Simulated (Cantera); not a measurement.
An adiabatic, constant-pressure homogeneous reactor starts with 4.32 % CH4, 20.1 % O2, 75.6 % N2, at 1448 K and 0.711 atm.

Model: GRI-Mech 3.0 (53 species, 325 reactions), integrated in Cantera.

x: mole fraction; the columns are a selection and need not sum to one.

```tsv
t (s)	T (K)	x CH4	x O2	x HCN	x NO	x H2O2
4.00e-6	1448	0.0432	0.201	<1e-12	<1e-12	1.45e-10
1.09e-5	1448	0.0432	0.201	<1e-12	<1e-12	9.23e-10
2.97e-5	1448	0.0432	0.201	<1e-12	<1e-12	[?]
8.10e-5	1448	0.0432	0.201	<1e-12	<1e-12	[?]
0.000221	1448	0.0432	0.201	<1e-12	<1e-12	[?]
0.000602	1448	0.0431	0.201	<1e-12	<1e-12	[?]
0.00164	1470	0.0388	0.198	3.67e-12	1.11e-11	[?]
0.00447	2298	<1e-12	0.113	<1e-12	0.000301	1.02e-7
0.0122	2298	<1e-12	0.112	<1e-12	0.000961	1.03e-7
0.0332	2295	<1e-12	0.111	<1e-12	0.00260	1.02e-7
0.0906	2289	<1e-12	0.110	<1e-12	0.00592	9.96e-8
0.247	2282	<1e-12	0.108	<1e-12	0.00956	9.73e-8
0.673	2280	<1e-12	0.108	<1e-12	0.0105	9.67e-8
1.83	2280	<1e-12	0.108	<1e-12	0.0105	9.67e-8
5.00	2280	<1e-12	0.108	<1e-12	0.0105	9.67e-8
```

Q: Complete the blanks.

A: 
- 2.97e-5, x H2O2: 4.75e-9
- 8.10e-5, x H2O2: 1.77e-8
- 0.000221, x H2O2: 4.86e-8
- 0.000602, x H2O2: 9.79e-8
- 0.00164, x H2O2: 3.26e-6
